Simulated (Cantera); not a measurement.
Feed: 1 mol C2H6, 88 mol H2, equilibrated at 10.0 mbar.

Method: chemical equilibrium by Gibbs-energy minimisation in Cantera with the NASA 1993 tables (ideal gas, pure condensed phases). Candidate condensed phases: C, C6H6, C7H8, C8H18; 76 gas species. The numbers say what is thermodynamically allowed, not how fast it happens.

### Question
At 1752 °C, list the 3 most abundant gas species with their mole fractions, and the condensed phases.

### Answer
H2 0.980, H 0.0191, C2H2 (acetylene) 0.000887. Condensed: C(graphite).
